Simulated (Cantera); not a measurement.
A closed system holds: 1 mol BF3, 1.1 mol O2, 1.2 mol H2, held at 25.0 mbar.

Cantera equilibrium calculation (NASA polynomials, part measured and part estimated; ideal gas, pure solids and liquids). Candidate condensed phases: B, B2O3, B3O3H3, H2O; 43 gas species. Gases not in the tables: H3BO3. Equilibrium is a limit: real reactors are often held back by kinetics, nucleation or transport.

log p: log10 of the partial pressure in bar; n: condensed amount in mol.

| T (K) | log p HF | log p BOF | log p H2O | log p BF3 | log p O2 | log p B3O3F3 | log p HBO2 | n B2O3(l) |
|---|---|---|---|---|---|---|---|---|
| 1173 | -2.06 | -3.64 | -2.22 | -2.30 | -2.36 | -3.19 | -4.36 | 0.0830 |
| 1248 | -2.03 | -3.16 | -2.27 | -2.35 | -2.37 | -3.22 | -3.93 | 0.0781 |
| 1323 | -2.02 | -2.75 | -2.31 | -2.42 | -2.39 | -3.27 | -3.55 | 0.0394 |
| 1398 | -2.00 | -2.46 | -2.39 | -2.53 | -2.41 | -3.57 | -3.34 | 0 |
| 1473 | -1.96 | … | … | … | -2.43 | … | -3.34 | 0 |
| 1548 | -1.93 | -2.28 | -2.60 | -2.83 | -2.45 | -4.99 | -3.41 | 0 |
| 1623 | -1.90 | -2.24 | -2.69 | -3.02 | -2.46 | -5.73 | -3.48 | 0 |
| 1698 | -1.89 | -2.22 | -2.77 | -3.22 | -2.46 | -6.43 | -3.54 | 0 |
| 1773 | -1.88 | -2.21 | -2.83 | … | -2.47 | … | -3.58 | 0 |
| 1848 | -1.87 | -2.20 | -2.88 | -3.64 | -2.47 | -7.70 | -3.62 | 0 |
| 1923 | -1.87 | -2.19 | -2.91 | -3.85 | -2.47 | -8.28 | -3.64 | 0 |

**Question.** Fill in the missing entries.

**Answer.** 
- 1773, log p BF3: -3.42
- 1773, log p B3O3F3: -7.08
- 1473, log p BOF: -2.34
- 1473, log p H2O: -2.50
- 1473, log p BF3: -2.66
- 1473, log p B3O3F3: -4.24
